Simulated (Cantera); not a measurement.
Cantera run:

```python
import numpy as np
import cantera as ct

gas_names = """
    CL CL2 H HCL H2 N NH NH2 NH3 N2 N2H2 N2H4 Si SiCL SiCL2 SiCL3 SiCL4 SiH SiHCL3 SiH2 SiH2CL2 SiH3
    SiH3CL SiH4 SiN Si2 Si2N Si3
""".split()
cond_names = """
    NH4CL(a) NH4CL(b) Si(cr) Si(L) Si3N4(a)
""".split()


# ... load() reads the species with a 1 bar reference pressure and builds the phases ...
atoms = {
    'SiH2Cl2': {'Si': 1, 'H': 2, 'CL': 2},
    'N2': {'N': 2},
    'H2': {'H': 2},
}
top_T = {'Si3N4(a)': 2400}  # K; cautious upper limits of use, not melting points


# ... equilibrate(T, P, feed) seeds the gas with the atoms and calls Mixture.equilibrate('TP', solver="vcs", rtol=1e-11, max_steps=5000) ...
results = []
feed = {'SiH2Cl2': 1, 'N2': 2.3, 'H2': 0.85}  # mol
for P in [5, 21, 85, 350, 1400, 5900, 24000, 100000]:
    for T in [900, 1050, 1200, 1350, 1500, 1650, 1800, 1950, 2100]:
        mix = equilibrate(T, P, feed)
        results.append((T, P, feed, dict(zip(mix.species_names, mix.species_moles))))

for T, P, feed, n in results:
    print(f"{T:7g} {P:10.4g}  " + (" + ".join(c for c in cond_names if n.get(c, 0) > 1e-12) or "gas only"))
```

Output:

```
    900          5  Si3N4(a)
   1050          5  Si3N4(a)
   1200          5  Si3N4(a)
   1350          5  Si3N4(a)
   1500          5  Si(cr)
   1650          5  Si(cr)
   1800          5  gas only
   1950          5  gas only
   2100          5  gas only
    900         21  Si3N4(a)
   1050         21  Si3N4(a)
   1200         21  Si3N4(a)
   1350         21  Si3N4(a)
   1500         21  Si3N4(a)
   1650         21  Si(cr)
   1800         21  Si(L)
   1950         21  gas only
   2100         21  gas only
    900         85  Si3N4(a)
   1050         85  Si3N4(a)
   1200         85  Si3N4(a)
   1350         85  Si3N4(a)
   1500         85  Si3N4(a)
   1650         85  Si(cr)
   1800         85  Si(L)
   1950         85  Si(L)
   2100         85  gas only
    900        350  Si3N4(a)
   1050        350  Si3N4(a)
   1200        350  Si3N4(a)
   1350        350  Si3N4(a)
   1500        350  Si3N4(a)
   1650        350  Si3N4(a)
   1800        350  Si(L)
   1950        350  Si(L)
   2100        350  Si(L)
    900       1400  Si3N4(a)
   1050       1400  Si3N4(a)
   1200       1400  Si3N4(a)
   1350       1400  Si3N4(a)
   1500       1400  Si3N4(a)
   1650       1400  Si3N4(a)
   1800       1400  Si(L)
   1950       1400  Si(L)
   2100       1400  Si(L)
    900       5900  Si3N4(a)
   1050       5900  Si3N4(a)
   1200       5900  Si3N4(a)
   1350       5900  Si3N4(a)
   1500       5900  Si3N4(a)
   1650       5900  Si3N4(a)
   1800       5900  Si3N4(a)
   1950       5900  Si(L)
   2100       5900  Si(L)
    900    2.4e+04  Si3N4(a)
   1050    2.4e+04  Si3N4(a)
   1200    2.4e+04  Si3N4(a)
   1350    2.4e+04  Si3N4(a)
   1500    2.4e+04  Si3N4(a)
   1650    2.4e+04  Si3N4(a)
   1800    2.4e+04  Si3N4(a)
   1950    2.4e+04  Si3N4(a)
   2100    2.4e+04  Si(L)
    900      1e+05  Si3N4(a)
   1050      1e+05  Si3N4(a)
   1200      1e+05  Si3N4(a)
   1350      1e+05  Si3N4(a)
   1500      1e+05  Si3N4(a)
   1650      1e+05  Si3N4(a)
   1800      1e+05  Si3N4(a)
   1950      1e+05  Si3N4(a)
   2100      1e+05  Si(L)
```

Equilibrium computed with Cantera from the NASA thermochemical tables; the gas is ideal and each condensed phase is pure. N2 is the only nitrogen source here; it is nearly inert below about 1500 K, so the nitride shown seldom forms there in practice. The tables' values for SiCl3 are old estimates.
